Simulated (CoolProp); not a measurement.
Hydrogen chloride along the isobar 3510 kPa: Z from the reference equation and from simpler models built on Tc = 324.7 K, pc = 8314 kPa, ω = 0.130; each cubic takes its own stable root.

Model: reference Helmholtz-energy equation of state, Thol 2018, in CoolProp.

```json
[
 {"T (K)": "176.4", "phase": "liquid", "reference": "0.07166"},
 {"T (K)": "182.8", "phase": "liquid", "reference": "0.07003"},
 {"T (K)": "189.2", "phase": "liquid", "reference": "0.06854"},
 {"T (K)": "195.5", "phase": "liquid", "reference": "0.06721"},
 {"T (K)": "201.9", "phase": "liquid", "reference": "0.06598"},
 {"T (K)": "208.3", "phase": "liquid", "reference": "0.06488"},
 {"T (K)": "214.6", "phase": "liquid", "reference": "0.06391"},
 {"T (K)": "221", "phase": "liquid", "reference": "0.06303"},
 {"T (K)": "227.4", "phase": "liquid", "reference": "0.06227"},
 {"T (K)": "233.7", "phase": "liquid", "reference": "0.06162"},
 {"T (K)": "240.1", "phase": "liquid", "reference": "0.06108"},
 {"T (K)": "246.4", "phase": "liquid", "reference": "0.06066"},
 {"T (K)": "252.8", "phase": "liquid", "reference": "0.06035"}
]
```

Question: How far does each simpler model (van der Waals, Redlich-Kwong, Soave-Redlich-Kwong, Peng-Robinson) lie from the reference over these 13 states: mean and median of the absolute difference, and the worst?

Answer: 
- van der Waals: mean 68.2 %, median 68.1 %, worst +68.8 % at 252.8 K and 3510 kPa
- Redlich-Kwong: mean 15.7 %, median 15.3 %, worst +18.4 % at 252.8 K and 3510 kPa
- Soave-Redlich-Kwong: mean 14.2 %, median 13.9 %, worst +16.0 % at 252.8 K and 3510 kPa
- Peng-Robinson: mean 1.1 %, median 0.8 %, worst +2.4 % at 252.8 K and 3510 kPa
